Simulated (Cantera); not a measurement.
An isothermal, constant-pressure homogeneous reactor starts with C2H6 : N2 = 1 : 1.7 (molar parts), at 1048 K and 100.0 Torr. Integrator tolerance rtol = 1e-08.

Detailed kinetics in Cantera: GRI-Mech 3.0 (53 species, 325 reactions). GRI-Mech 3.0 stops at C3 and has no aromatics, soot or wall deposition, so with more carbon than oxygen in the feed, carbon stays in small species such as C2H2 where larger ones or solid carbon would form.

**Question.** What does this change do: C2H6 1 to 0.69 parts?

**Answer.** 
```
quantity                                            before                                    after
-----------------  ---------------------------------------  ---------------------------------------
x(C2H6) at 2.00 s  0.0575 (gas-phase equilibrium 0.000517)  0.0481 (gas-phase equilibrium 0.000364)
x(C2H4) at 2.00 s     0.217 (gas-phase equilibrium 0.0628)     0.177 (gas-phase equilibrium 0.0477)
x(HCN) at 2.00 s     <1e-12 (gas-phase equilibrium 0.0436)    <1e-12 (gas-phase equilibrium 0.0430)
x(C2H) at 2.00 s     <1e-12 (gas-phase equilibrium <1e-12)    <1e-12 (gas-phase equilibrium <1e-12)
x(CH3) at 2.00 s   1.25e-6 (gas-phase equilibrium 5.30e-7)  1.21e-6 (gas-phase equilibrium 4.45e-7)
x(C2H2) at 2.00 s   0.00419 (gas-phase equilibrium 0.0509)   0.00377 (gas-phase equilibrium 0.0417)
x(H2) at 2.00 s       0.217 (gas-phase equilibrium 0.0507)     0.177 (gas-phase equilibrium 0.0469)
```
